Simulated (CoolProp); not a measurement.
Vapour-liquid equilibrium of propane (1) + n-pentane (2) at 527 kPa; x and y are mole fractions of (1).

The numbers come from the multi-fluid Helmholtz-energy mixture model, Lemmon 2009 and Thol 2019; pair parameters Kunz 2012 in CoolProp.

| x | bubble temperature, mixture model (K) | bubble temperature, Raoult's law (K) | y, mixture model | y, Raoult's law |
|---|---|---|---|---|
| 0.05 | 356.4 | 354.9 | 0.250 | 0.307 |
| 0.125 | 341.3 | 339.6 | 0.511 | 0.572 |
| 0.2 | 329.1 | 327.9 | 0.672 | 0.720 |
| 0.275 | 319.3 | 318.7 | 0.773 | 0.810 |
| 0.35 | 311.4 | 311.1 | 0.838 | 0.867 |
| 0.425 | 304.9 | 304.8 | 0.882 | 0.905 |
| 0.5 | 299.5 | 299.4 | 0.912 | 0.932 |
| 0.575 | 294.8 | 294.7 | 0.935 | 0.952 |
| 0.65 | 290.8 | 290.7 | 0.952 | 0.966 |
| 0.725 | 287.3 | 287.1 | 0.966 | 0.977 |
| 0.8 | 284.1 | 283.8 | 0.977 | 0.985 |
| 0.875 | 281.2 | 280.9 | 0.987 | 0.992 |
| 0.95 | 278.4 | 278.3 | 0.995 | 0.997 |

The largest gap from Raoult's law is +1.7 K in bubble temperature, at x = 0.125. No azeotrope shows between x = 0.05 and 0.95.

The pair parameters rest on a limited set of measurements; away from them the model extrapolates.
